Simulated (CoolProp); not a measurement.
Fluorine along the isobar 6040 kPa: Z from the reference equation and from simpler models built on Tc = -128.7 °C, pc = 5240 kPa, ω = 0.045; each cubic takes its own stable root.

The numbers come from the reference Helmholtz-energy equation of state, de Reuck 1990 in CoolProp.

```json
[
 {"T (°C)": "-165.35", "phase": "liquid", "reference": "0.1894", "van der Waals": "0.2703", "Soave-Redlich-Kwong": "0.1911", "Peng-Robinson": "0.1692"},
 {"T (°C)": "-161.65", "phase": "liquid", "reference": "0.1874", "van der Waals": "0.2670", "Soave-Redlich-Kwong": "0.1899", "Peng-Robinson": "0.1681"},
 {"T (°C)": "-157.85", "phase": "liquid", "reference": "0.1858", "van der Waals": "0.2644", "Soave-Redlich-Kwong": "0.1895", "Peng-Robinson": "0.1678"},
 {"T (°C)": "-154.15", "phase": "liquid", "reference": "0.1849", "van der Waals": "0.2628", "Soave-Redlich-Kwong": "0.1898", "Peng-Robinson": "0.1682"},
 {"T (°C)": "-150.35", "phase": "liquid", "reference": "0.1847", "van der Waals": "0.2622", "Soave-Redlich-Kwong": "0.1912", "Peng-Robinson": "0.1695"},
 {"T (°C)": "-146.55", "phase": "liquid", "reference": "0.1853", "van der Waals": "0.2627", "Soave-Redlich-Kwong": "___", "Peng-Robinson": "0.1719"},
 {"T (°C)": "-142.85", "phase": "liquid", "reference": "0.1869", "van der Waals": "0.2646", "Soave-Redlich-Kwong": "0.1979", "Peng-Robinson": "0.1758"},
 {"T (°C)": "-139.05", "phase": "liquid", "reference": "0.1902", "van der Waals": "0.2686", "Soave-Redlich-Kwong": "0.2044", "Peng-Robinson": "0.1820"},
 {"T (°C)": "-135.35", "phase": "liquid", "reference": "0.1958", "van der Waals": "0.2752", "Soave-Redlich-Kwong": "0.2143", "Peng-Robinson": "0.1915"},
 {"T (°C)": "-131.55", "phase": "liquid", "reference": "0.2063", "van der Waals": "0.2869", "Soave-Redlich-Kwong": "0.2315", "Peng-Robinson": "0.2080"},
 {"T (°C)": "-127.75", "phase": "supercritical", "reference": "0.2318", "van der Waals": "0.3100", "Soave-Redlich-Kwong": "___", "Peng-Robinson": "0.2446"},
 {"T (°C)": "-124.05", "phase": "supercritical", "reference": "0.4086", "van der Waals": "0.3794", "Soave-Redlich-Kwong": "0.4217", "Peng-Robinson": "0.3952"},
 {"T (°C)": "-120.25", "phase": "supercritical", "reference": "0.5369", "van der Waals": "0.5206", "Soave-Redlich-Kwong": "0.5413", "Peng-Robinson": "0.5112"},
 {"T (°C)": "-116.55", "phase": "supercritical", "reference": "0.6033", "van der Waals": "0.5893", "Soave-Redlich-Kwong": "0.6058", "Peng-Robinson": "0.5751"},
 {"T (°C)": "-112.75", "phase": "supercritical", "reference": "0.6520", "van der Waals": "0.6368", "Soave-Redlich-Kwong": "0.6537", "Peng-Robinson": "___"},
 {"T (°C)": "-109.05", "phase": "supercritical", "reference": "0.6891", "van der Waals": "0.6722", "Soave-Redlich-Kwong": "0.6905", "Peng-Robinson": "0.6600"}
]
```

Question: Complete the blanks.

Answer: 
- -146.55, Soave-Redlich-Kwong: 0.1938
- -127.75, Soave-Redlich-Kwong: 0.2688
- -112.75, Peng-Robinson: 0.6229
